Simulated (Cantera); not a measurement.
What does this Cantera script print?

```python
import numpy as np
import cantera as ct

gas_names = [...]  # 109 gases of nasa_gas.yaml made of C, Cl, H, Si
cond_names = """
    C(gr) C6H6(L) C7H8(L) C8H18(L),n-octa Si(cr) Si(L) SiC(b)
""".split()


# ... load() reads the species with a 1 bar reference pressure and builds the phases ...
atoms = {
    'Si(CH3)4': {'Si': 1, 'C': 4, 'H': 12},
    'HCl': {'H': 1, 'CL': 1},
    'H2': {'H': 2},
}
top_T = {'C(gr)': 4500, 'SiC(b)': 3050}  # K; cautious upper limits of use, not melting points


# ... equilibrate(T, P, feed) seeds the gas with the atoms and calls Mixture.equilibrate('TP', solver="vcs", rtol=1e-11, max_steps=5000) ...
results = []
feed = {'Si(CH3)4': 1, 'HCl': 0.4, 'H2': 5.8}  # mol
T = 2575  # K
P = 1000  # Pa
mix = equilibrate(T, P, feed)
results.append((T, P, feed, dict(zip(mix.species_names, mix.species_moles))))
x = sorted(zip(gas.X, gas.species_names), reverse=True)
print(f"T = {T:g} K  P = {P:g} Pa  gas = {mix.phase_moles(0):.4g} mol")
print("   x: " + "  ".join(f"{s} {v:.3e}" for v, s in x if v > 1e-06))
print("   condensed (mol): " + ("  ".join(f"{mix.phase(i).name} {mix.phase_moles(i):.4g}"
      for i in range(1, mix.n_phases) if mix.phase_moles(i) > 1e-12) or "none"))
```

It prints:

```
T = 2575 K  P = 1000 Pa  gas = 15.32 mol
   x: H2 6.267e-01  H 2.742e-01  Si 4.594e-02  HCL 1.960e-02  SiC2 1.469e-02  C2H2,acetylene 9.212e-03  CL 6.023e-03  Si2C 1.565e-03  SiH 8.603e-04  SiCL 3.901e-04  C2H 3.377e-04  C3 1.542e-04  Si2 7.666e-05  C4H2 5.607e-05  SiCL2 4.782e-05  SiH2 4.677e-05  C 4.527e-05  SiC 3.044e-05  C2 1.441e-05  C2H2,vinylidene 9.183e-06  CH3 4.051e-06  CH2 3.751e-06  C2HCL 3.717e-06  CH 3.646e-06
   condensed (mol): C(gr) 3.221
```

Method: chemical equilibrium by Gibbs-energy minimisation in Cantera with the NASA 1993 tables (ideal gas, pure condensed phases). The tables' values for SiCl are old estimates; treat these amounts as uncertain. Gases not in the tables: Si2H6 and higher silanes.
